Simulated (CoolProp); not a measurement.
Saturation properties of acetone (Tc = 508.1 K, pc = 4.692 MPa, ω = 0.307).

Computed with CoolProp (reference Helmholtz-energy equation of state, Lemmon 2006). It is a short technical equation, of lower accuracy than the large ones.

| T (K) | p (MPa) | vapour density (kg/m³) | enthalpy of vaporisation (kJ/kg) | liquid cp (kJ/(kg K)) | surface tension (mN/m) |
|---|---|---|---|---|---|
| 319.7 | 0.07234 | 1.651 | 511.8 | 2.201 | 20.0 |
| 330 | 0.1040 | 2.325 | 500.6 | 2.232 | 18.8 |
| 340.4 | 0.1463 | 3.211 | 488.9 | 2.265 | 17.5 |
| 350.7 | 0.2005 | 4.334 | 476.8 | 2.301 | 16.3 |
| 361 | 0.2693 | 5.748 | 464.3 | 2.340 | 15.0 |
| 371.3 | 0.3549 | 7.509 | 451.1 | 2.382 | 13.8 |
| 381.7 | 0.4613 | 9.703 | 437.2 | 2.427 | 12.6 |
| 392 | 0.5890 | 12.37 | 422.6 | 2.477 | 11.4 |
| 402.3 | 0.7421 | 15.61 | 407.2 | 2.532 | 10.3 |
| 412.6 | 0.9236 | 19.55 | 390.7 | 2.593 | 9.11 |
| 423 | 1.139 | 24.39 | 372.8 | 2.665 | 7.97 |
| 433.3 | 1.388 | 30.23 | 353.7 | 2.747 | 6.86 |
| 443.6 | 1.676 | 37.39 | 332.7 | 2.847 | 5.78 |
| 454 | 2.010 | 46.36 | 309.3 | 2.975 | 4.71 |
| 464.3 | 2.390 | 57.57 | 283.3 | 3.146 | 3.69 |

It boils at 329.2 K under 1 atm.

Surface tension comes from a separate correlation (Mulero 2012).
